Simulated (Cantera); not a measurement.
Cantera with NASA thermochemical tables; ideal gases at 1 bar, condensed phases pure. Values are per mole of reaction as written; species without (g) are pure solids or liquids, kept so even where they would boil at 1 bar.

Cl₂(g) + 2 K(g) ⇌ 2 KCl

```tsv
T (K)	ΔH° (kJ)	ΔS° (J/K)	ΔG° (kJ)	log10 K	condensed phases
1025	(withheld)	(withheld)	(withheld)	(withheld)	KCl(s)
1100	(withheld)	(withheld)	(withheld)	(withheld)	KCl(l)
1175	(withheld)	(withheld)	(withheld)	(withheld)	KCl(l)
1250	-956.0	-271.1	-617.1	25.79	KCl(l)
1325	-950.9	-267.1	-596.9	23.53	KCl(l)
1400	(withheld)	(withheld)	(withheld)	(withheld)	KCl(l)
```

### Question
What belongs in the gaps?

### Answer

- 1025, ΔH° (kJ): -1023.7
- 1025, ΔS° (J/K): -334.8
- 1025, ΔG° (kJ): -680.5
- 1025, log10 K: 34.68
- 1100, ΔH° (kJ): -966.2
- 1100, ΔS° (J/K): -279.8
- 1100, ΔG° (kJ): -658.4
- 1100, log10 K: 31.27
- 1175, ΔH° (kJ): -961.1
- 1175, ΔS° (J/K): -275.3
- 1175, ΔG° (kJ): -637.6
- 1175, log10 K: 28.34
- 1400, ΔH° (kJ): -945.8
- 1400, ΔS° (J/K): -263.4
- 1400, ΔG° (kJ): -577.1
- 1400, log10 K: 21.53
